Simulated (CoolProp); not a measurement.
R22 at several states: density (kg/m³) from the reference equation and from simpler models built on Tc = 369.3 K, pc = 49.90 bar, ω = 0.221; each cubic takes its own stable root.

The numbers come from the reference Helmholtz-energy equation of state, Kamei 1995 in CoolProp.

| T (K) | p (bar) | phase | reference | van der Waals | Redlich-Kwong |
|---|---|---|---|---|---|
| 397 | 12.3 | gas | 34.61 | 34.45 | 34.68 |
| 253.3 | 0.208 | gas | 0.8585 | 0.8565 | 0.8575 |
| 163.7 | 103 | liquid | 1608 | 968.8 | 1426 |
| 361.2 | 1.4 | gas | 4.074 | 4.067 | 4.073 |
| 279.3 | 0.208 | gas | 0.7774 | 0.7763 | 0.7769 |
